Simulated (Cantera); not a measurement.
Input: 1 mol Si3N4, 0.015 mol CO2, a varied amount of H2, equilibrated at 1998 K and 0.158 Torr.

These are equilibrium values from Cantera (NASA tables, ideal gas, pure condensed phases), not measurements of a reactor. Candidate condensed phases: C, C6H6, C7H8, C8H18, H2O, Si, SiC, SiO2, Si2N2O, Si3N4; 151 gas species. The tables' values for SiN are old estimates; treat these amounts as uncertain. Gases not in the tables: Si2H6 and higher silanes. The numbers say what is thermodynamically allowed, not how fast it happens.

x: gas mole fraction; nothing condenses.

```json
[
 {"n(H2) (mol)": "9.6", "x H2": "0.589", "x Si": "0.187", "x N2": "0.131", "x H": "0.0850", "x SiO": "?"},
 {"n(H2) (mol)": "13", "x H2": "0.647", "x Si": "0.152", "x N2": "0.106", "x H": "0.0890", "x SiO": "?"},
 {"n(H2) (mol)": "17", "x H2": "0.692", "x Si": "0.125", "x N2": "0.0868", "x H": "0.0921", "x SiO": "?"},
 {"n(H2) (mol)": "23", "x H2": "0.736", "x Si": "0.0984", "x N2": "0.0680", "x H": "0.0949", "x SiO": "?"},
 {"n(H2) (mol)": "30", "x H2": "0.767", "x Si": "0.0790", "x N2": "0.0543", "x H": "0.0970", "x SiO": "?"},
 {"n(H2) (mol)": "41", "x H2": "0.798", "x Si": "0.0602", "x N2": "0.0413", "x H": "0.0989", "x SiO": "?"},
 {"n(H2) (mol)": "54", "x H2": "0.819", "x Si": "0.0471", "x N2": "0.0322", "x H": "0.100", "x SiO": "?"},
 {"n(H2) (mol)": "72", "x H2": "0.837", "x Si": "0.0361", "x N2": "0.0246", "x H": "0.101", "x SiO": "?"}
]
```

Problem. Fill in the missing entries.

Solution. 
- 9.6, x SiO: 0.00186
- 13, x SiO: 0.00147
- 17, x SiO: 0.00117
- 23, x SiO: 0.000880
- 30, x SiO: 0.000673
- 41, x SiO: 0.000482
- 54, x SiO: 0.000356
- 72, x SiO: 0.000258
